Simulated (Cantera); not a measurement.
## Ignition delay

Mixture: CH4 : O2 : N2 = 1 : 4.44 : 28 (molar parts), equivalence ratio 0.45, at 7200 Torr, adiabatic and at constant pressure. Ignition delay is the time to a rise of 400 K.

Cantera simulation using GRI-Mech 3.0 (53 species, 325 reactions); the numbers are that mechanism's predictions, not measurements.

```
T0 (K)  delay (ms)
------  ----------
1025          70.4
1100          21.6
1175          7.75
1250          3.09
1325          1.32
1400         0.603
```

The apparent activation energy between 1250 and 1400 K is 160 kJ/mol.
